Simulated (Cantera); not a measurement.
Input (Python, Cantera) and output of one run.

```python
import numpy as np
import cantera as ct

gas_names = """
    H HNO HNO2 HNO3 HO2 H2 H2O H2O2 N NH NH2 NH3 NH2OH NO NO2 NO3 N2 N2H2 N2H4 N2O O OH O2 O3 Si SiH
    SiH2 SiH3 SiH4 SiN SiO SiO2 Si2 Si2N Si3
""".split()
cond_names = """
    H2O(s) H2O(L) Si(cr) Si(L) SiO2(Lqz) SiO2(hqz) SiO2(L) Si2N2O(s) Si3N4(a)
""".split()


# ... load() reads the species with a 1 bar reference pressure and builds the phases ...
atoms = {
    'Si3N4': {'Si': 3, 'N': 4},
    'N2O': {'N': 2, 'O': 1},
    'H2': {'H': 2},
    'H2O': {'H': 2, 'O': 1},
}
top_T = {'Si2N2O(s)': 2100, 'Si3N4(a)': 2400}  # K; cautious upper limits of use, not melting points


# ... equilibrate(T, P, feed) seeds the gas with the atoms and calls Mixture.equilibrate('TP', solver="vcs", rtol=1e-11, max_steps=5000) ...
results = []
T = 1423  # K
P = 13332.2  # Pa
for m in [0.098, 0.44, 0.77, 1.1, 1.4, 1.8, 2.1, 2.5, 2.8]:
    feed = {'Si3N4': 1, 'N2O': m, 'H2': 120, 'H2O': 0.15}  # mol
    mix = equilibrate(T, P, feed)
    results.append((T, P, feed, dict(zip(mix.species_names, mix.species_moles))))

top = {s: max(r[3][s] / sum(r[3][g] for g in gas_names) for r in results) for s in gas_names}
cols = sorted((s for s in top if top[s] > 0.001), key=lambda s: -top[s])[:7]
seen = [c for c in cond_names if any(r[3].get(c, 0) > 1e-12 for r in results)]
print("log10 of partial pressures in bar; condensed amounts in mol")
print(f"{'n(N2O)':>10s}" + "".join(f"{s[:9]:>10s}" for s in cols + seen))
for T, P, feed, n in results:
    ng = sum(n[g] for g in gas_names)
    print(f"{feed['N2O']:10.4g}" + "".join(f"{np.log10(max(n[s] / ng * P / 1e5, 1e-99)):10.3f}" for s in cols)
          + "".join(f"{n.get(c, 0):10.4g}" for c in seen))
```

It prints:

```
log10 of partial pressures in bar; condensed amounts in mol
    n(N2O)        H2        N2 SiO2(hqz) Si2N2O(s)  Si3N4(a)
     0.098    -0.876    -3.699         0     0.248    0.8347
      0.44    -0.877    -3.153         0      0.59    0.6067
      0.77    -0.879    -2.927         0      0.92    0.3867
       1.1    -0.881    -2.779         0      1.25    0.1667
       1.4    -0.882    -2.680   0.02609     1.486         0
       1.8    -0.884    -2.575    0.2922     1.353         0
       2.1    -0.885    -2.511    0.4919     1.253         0
       2.5    -0.887    -2.438    0.7582      1.12         0
       2.8    -0.889    -2.391    0.9579      1.02         0
```

Cantera equilibrium calculation (NASA polynomials, part measured and part estimated; ideal gas, pure solids and liquids). Mutual solubility and eutectic melting of coexisting phases are not modelled. The tables hold silica as quartz up to 1696 K and as liquid above; real silica turns to tridymite and cristobalite and melts near 1996 K.
